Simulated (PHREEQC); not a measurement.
Make-up at 25 °C: 0.011 mol/kgw KHCO3 and 0.018 mol/kgw NaOH. Closed to the air; pH follows from the charge balance.

The numbers come from PHREEQC with the Pitzer model, pitzer.dat.

**Question.** The ionic strength comes out as 0.0398 mol/kgw. What activity coefficients do Na+, K+, OH-, CO3-2, HCO3- get?

**Answer.** Na+ 0.83, K+ 0.83, OH- 0.84, CO3-2 0.49, HCO3- 0.88. Single-ion values are on the MacInnes scale.

No solid was allowed to form.
